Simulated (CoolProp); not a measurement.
Model: reference Helmholtz-energy equation of state, Eisenbach 2021, in CoolProp.

### Question
For propylene glycol, give the phase and the speed of sound (m/s), expansivity (1/kK), fugacity coefficient at 550.8 K and 216 bar; 571.6 K and 216 bar; 585.4 K and 216 bar.

### Answer
- 550.8 K and 216 bar: liquid; speed of sound 903, expansivity 1.36, fugacity coefficient 0.0605
- 571.6 K and 216 bar: liquid; speed of sound 845, expansivity 1.49, fugacity coefficient 0.0869
- 585.4 K and 216 bar: liquid; speed of sound 806, expansivity 1.60, fugacity coefficient 0.108
